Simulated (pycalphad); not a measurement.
Source of the numbers: pycalphad with the COST 507 light-alloy database (1999); pressure 1 atm. The data set is of 1999 and partly superseded.

# Si-1.2Al (at.%): equilibrium cooling sequence

```tsv
T (K)	phases above	phases below
1681.4	LIQUID	DIAMOND_A4 + LIQUID
850.1	DIAMOND_A4 + LIQUID	DIAMOND_A4 + FCC_A1
```

Changes were sought between steps of 75 K, so a narrower field can be missed.

FCC_A1 is fcc; DIAMOND_A4 is diamond (Si).
